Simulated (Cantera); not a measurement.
Input: 1 mol c-C₄F₈, 0.1 mol CH₄, 0.15 mol F₂, at 2950 °C and 12.8 Torr.

Method: chemical equilibrium by Gibbs-energy minimisation in Cantera with the NASA 1993 tables (ideal gas, pure condensed phases). Candidate condensed phases: C, C₆H₆, C₇H₈, C₈H₁₈; 95 gas species. The feed counts by its element totals alone. Equilibrium is a limit: real reactors are often held back by kinetics, nucleation or transport.

Base state: F 0.717, CF 0.103, C₃ 0.0895, HF 0.0402, C 0.0175, CF₂ 0.0154, C₂ 0.0117, H 0.00266 (mole fractions); condensed: gas only.

**Question.** What changes in the equilibrium state with this change: temperature from 2950 °C to 775 °C?

**Answer.** 
```tsv
species	before	after
CF₄	1.69e-7	0.832
HF	0.0402	0.168
CF₃	1.02e-5	2.89e-8
F	0.717	<1e-9
CF	0.103	<1e-9
C₃	0.0895	<1e-9
C	0.0175	<1e-9
C₂	0.0117	<1e-9
CF₂	0.0154	1.80e-8
H	0.00266	<1e-9
C₅	0.00203	<1e-9
C₄	0.000446	<1e-9
C₂H	4.61e-5	<1e-9
C(graphite), mol	0	2.12
```
Gases not in the tables: C₂F₆ and larger saturated fluorocarbons.
